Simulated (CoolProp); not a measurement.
Saturated liquid density (kg/m³) of c-C4F8 (RC318): the reference equation beside estimates from Tc = 388.4 K, pc = 2.778 MPa, ω = 0.355. Rackett uses Z = 0.29056 − 0.08775 ω.

Values from CoolProp's reference Helmholtz-energy equation of state, Platzer 1990. This equation is an older, rougher fit; its heat capacities, sound speeds and derivatives of the liquid may be far off and weren't checked against measurements.

| T (K) | reference | Rackett | van der Waals | Peng-Robinson |
|---|---|---|---|---|
| 309.9 | 1449 | 1559 | 889.0 | 1525 |
| 312.5 | 1438 | 1546 | 881.8 | 1510 |
| 315 | 1427 | 1534 | 874.7 | 1496 |
| 317.5 | 1416 | 1521 | 867.6 | 1481 |
| 320.1 | 1404 | 1508 | 860.0 | 1465 |
| 322.6 | 1392 | 1495 | 852.5 | 1449 |
| 325.2 | 1380 | 1481 | 844.6 | 1432 |
| 327.7 | 1368 | 1467 | 836.8 | 1416 |
| 330.3 | 1355 | 1453 | 828.6 | 1398 |
| 332.8 | 1342 | 1439 | 820.4 | 1380 |
| 335.3 | 1329 | 1424 | 812.1 | 1362 |
| 337.9 | 1315 | 1409 | 803.3 | 1343 |
| 340.4 | 1301 | 1394 | 794.5 | 1323 |
| 343 | 1287 | 1377 | 785.2 | 1303 |
| 345.5 | 1272 | 1361 | 775.9 | 1282 |

Absolute difference from the reference over all 15 rows, mean and median: Rackett 7.3 and 7.2 %, van der Waals 38.8 and 38.8 %, Peng-Robinson 3.3 and 3.5 %.
